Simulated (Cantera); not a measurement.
## Thermodynamics of carbothermic reduction, feed Fe₂O₃ + CH₄ + CO

A closed system holds: 1 mol Fe₂O₃, a varied amount of CH₄, 0.17 mol CO, at 1700 K and 0.960 bar.

Cantera equilibrium calculation (NASA polynomials, part measured and part estimated; ideal gas, pure solids and liquids). Candidate condensed phases: C, C₆H₆, C₇H₈, C₈H₁₈, Fe, Fe(CO)₅, FeO, Fe(OH)₂, Fe(OH)₃, Fe₂O₃, Fe₃O₄, H₂O; 114 gas species. Iron dissolves carbon and melts from about 1420 K in contact with it, which pure phases cannot show. Mutual solubility and eutectic melting of coexisting phases are not modelled. The tables' stoichiometric FeO is somewhat more stable than real wüstite, so its field is too wide. FeO: taken at fixed stoichiometry. Condensed phases not in the tables: cementite and carbon dissolved in iron. Kinetics and transport are ignored.

From 0.32 mol CH₄ to 0.43 mol CH₄ the condensed part is FeO(l). From 0.56 mol CH₄ to 1.3 mol CH₄ the condensed part is Fe(δ) + FeO(l). From 1.7 mol CH₄ to 3 mol CH₄ the condensed part is Fe(δ). At 4 mol CH₄ the condensed part is C(graphite) + Fe(δ). The main Fe-bearing gas is Fe(OH)₂ at 0.32 mol CH₄ and Fe at 4 mol CH₄.

| n(CH₄) (mol) | x H₂ | x H₂O | x CO | x CO₂ | n FeO(l) | n Fe(δ) | n C(graphite) |
|---|---|---|---|---|---|---|---|
| 0.32 | 0.155 | 0.412 | 0.244 | 0.190 | 2.00 | 0 | 0 |
| 0.43 | 0.293 | 0.296 | 0.317 | 0.0940 | 2.00 | 0 | 0 |
| 0.56 | 0.412 | 0.193 | 0.347 | 0.0476 | 1.99 | 0.00565 | 0 |
| 0.75 | 0.422 | 0.198 | 0.334 | 0.0459 | 1.66 | 0.340 | 0 |
| 0.98 | 0.429 | 0.201 | 0.325 | 0.0446 | 1.26 | 0.745 | 0 |
| 1.3 | 0.435 | 0.204 | 0.318 | 0.0436 | 0.692 | 1.31 | 0 |
| 1.7 | 0.441 | 0.204 | 0.312 | 0.0424 | 0 | 2.00 | 0 |
| 2.3 | 0.566 | 0.0844 | 0.335 | 0.0146 | 0 | 2.00 | 0 |
| 3 | 0.654 | 0.000213 | 0.346 | 3.29e-5 | 0 | 2.00 | 0 |
| 4 | 0.715 | 9.41e-5 | 0.284 | 1.09e-5 | 0 | 2.00 | 0.994 |
x: gas mole fraction; n: condensed amount in mol.
